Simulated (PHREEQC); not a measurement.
1 kg of water holding 1.7 mol/kgw NaCl meets 20 L of dry gas (CO2 1 by moles) at fixed total pressure, at 80 °C; fugacities by Peng-Robinson. The gases take part in no redox reaction, some water evaporates into the gas, and hydrates or a liquid gas phase aren't modelled. Precipitation was switched off in this run.

Model: Pitzer model, pitzer.dat, run in PHREEQC.

Q: Predict dissolved CO2 (all carbonate carbon) (mol/kgw), φ of CO2 at P (atm) = 50, 300.

A: 
| P (atm) | dissolved CO2 (all carbonate carbon) (mol/kgw) | φ of CO2 |
|---|---|---|
| 50 | 0.396 | 0.848 |
| 300 | 0.951 | 0.447 |

In brines, pH and single-ion activities rest on the MacInnes convention. Constants without temperature data keep their 25 °C values here.
